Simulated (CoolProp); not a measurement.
C2F6 (R116) along the isobar 5.58 MPa: density (kg/m³) from the reference equation and from simpler models built on Tc = 19.9 °C, pc = 3.048 MPa, ω = 0.257; each cubic takes its own stable root.

Model: reference Helmholtz-energy equation of state, Lemmon 2006, in CoolProp. It is a short technical equation, of lower accuracy than the large ones.

```
T (°C)          phase  reference  van der Waals  Peng-Robinson
------  -------------  ---------  -------------  -------------
16.75          liquid       1106          799.4           1108
30.25   supercritical      964.1          743.1          930.2
43.75   supercritical      761.2          677.0          720.6
57.25   supercritical      557.6          599.4          548.4
70.75   supercritical      444.7          515.9          447.8
84.25   supercritical      380.8          443.4          386.7
97.75   supercritical      338.9          389.8          345.1
111.35  supercritical      308.3          350.5          314.1
124.85  supercritical      284.8          320.8          290.2
138.35  supercritical      265.9          297.4          270.8
151.85  supercritical      250.2          278.1          254.6
```
